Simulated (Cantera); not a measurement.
Mixture: CO : H2 : O2 : N2 = 1 : 0.13 : 0.471 : 1.22 (molar parts), at 7.40 bar, adiabatic and at constant pressure. Ignition delay is the time to a rise of 400 K.

Model: GRI-Mech 3.0 (53 species, 325 reactions), integrated in Cantera. The hydrogen kinetics of GRI-Mech 3.0 are dated; newer H2 mechanisms differ, most at raised pressure. Below about 950 K walls govern HO2 and H2O2 in real vessels.

Task: Predict: delay at 875 K; delay at 1025 K; delay at 1175 K; delay at 1325 K; apparent activation energy between 1250 and 1400 K.

Result: 
```
Quantity                                                Value
--------------------------------------------------  ---------
delay at 875 K                                        82.1 ms
delay at 1025 K                                       1.23 ms
delay at 1175 K                                       38.2 µs
delay at 1325 K                                       8.07 µs
apparent activation energy between 1250 and 1400 K  91 kJ/mol
```
